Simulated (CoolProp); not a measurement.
Aqueous potassium acetate as a coolant, 41 % by mass, freezing at -44.2 °C, 1 atm.

Model: Melinder's fits for secondary coolants, in CoolProp.

| T (°C) | density (kg/m³) | viscosity (mPa s) | Prandtl number | conductivity (W/(m K)) |
|---|---|---|---|---|
| -2.2 | 1231 | 7.52 | 48.8 | 0.443 |
| 1.1 | 1230 | 6.59 | (withheld) | 0.447 |
| 4.3 | 1228 | 5.85 | 37.6 | 0.450 |
| 7.6 | 1227 | 5.21 | 33.3 | (withheld) |
| 10.8 | 1225 | 4.69 | 29.8 | 0.457 |
| 14.1 | 1224 | 4.23 | 26.8 | 0.461 |
| 17.3 | 1222 | 3.85 | 24.3 | (withheld) |
| 20.6 | 1221 | 3.51 | 22.0 | 0.468 |
| 23.8 | 1219 | 3.23 | 20.2 | 0.471 |
| 27.1 | 1217 | (withheld) | 18.4 | 0.475 |
| 30.3 | 1216 | 2.74 | 17.0 | 0.478 |
| 33.6 | 1214 | 2.54 | 15.6 | 0.482 |
| 36.8 | 1212 | 2.36 | 14.5 | 0.485 |

**Question.** Some entries are withheld; supply them.

**Answer.** 
- 1.1, Prandtl number: 42.6
- 7.6, conductivity (W/(m K)): 0.454
- 17.3, conductivity (W/(m K)): 0.464
- 27.1, viscosity (mPa s): 2.97
